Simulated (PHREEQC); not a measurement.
1 kg of water holding 0.01 mol NaCl, 0.14 mol NaOH, 0.0061 mol Na2CO3 and 0.43 mol Na2SO4 is evaporated at 25 °C; the solids stay in contact with the brine. The system is closed to CO2. Only these solids could form: Burkeite, Halite, Mirabilite, Nahcolite, Natron, Thenardite, Trona.

All values are PHREEQC results (Pitzer model, pitzer.dat), not measurements.

Q: Predict ionic strength at water left (kg) = 0.4563, 0.1352, 0.09023, 0.05147.

A: 
```csv
water left (kg),ionic strength
0.4563,3.20
0.1352,6.36
0.09023,6.86
0.05147,8.84
```
